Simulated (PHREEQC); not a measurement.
Make-up at 20 °C: 2.5 mol/kgw KCl, 0.16 mol/kgw K2SO4 and 3.5 mol/kgw HCl. Closed to the air; pH follows from the charge balance.

All values are PHREEQC results (Pitzer model, pitzer.dat), not measurements.

**Question.** The ionic strength comes out as 6.17 mol/kgw. What activity coefficients do HSO4-, SO4-2, H+, K+, Cl- get?

**Answer.** HSO4- 0.66, SO4-2 0.021, H+ 7.1, K+ 1.1, Cl- 0.61. Single-ion values are on the MacInnes scale.

This is a speciation only: nothing precipitates in the calculation. Examples of supersaturated solids here: Sylvite. Others may be too. In brines, pH and single-ion activities rest on the MacInnes convention.
